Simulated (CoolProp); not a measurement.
Vapour-liquid equilibrium of carbon dioxide (1) + ethane (2) at 2620 kPa; x and y are mole fractions of (1).

Computed with CoolProp (multi-fluid Helmholtz-energy mixture model, Span 1996 and Bücker 2006; pair parameters Kunz 2012).

Give the bubble temperature and the first vapour's composition at x = 0.35, 0.725, 0.95. Is there an azeotrope?

x = 0.35: 260.9 K, y = 0.467; x = 0.725: 257.6 K, y = 0.708; x = 0.95: 260.8 K, y = 0.916. y crosses x between x = 0.65 and 0.725: the model has an azeotrope there.

Pair parameters are fitted to limited data, so mixtures are less certain than the pure fluids.
